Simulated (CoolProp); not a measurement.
Vapour-liquid equilibrium of octamethyltrisiloxane (MDM) (1) + octamethylcyclotetrasiloxane (D4) (2) at 444.7 K; x and y are mole fractions of (1).

Computed with CoolProp (multi-fluid Helmholtz-energy mixture model, Thol 2017 and Thol 2015; pair parameters Bell 2016).

Question: Give the bubble pressure and the first vapour's composition at x = 0.35, 0.725, 0.8. Is there an azeotrope?

Answer: x = 0.35: 1.166 bar, y = 0.476; x = 0.725: 1.426 bar, y = 0.813; x = 0.8: 1.479 bar, y = 0.868. No azeotrope shows between x = 0.05 and 0.95.

Pair parameters are fitted to limited data, so mixtures are less certain than the pure fluids.
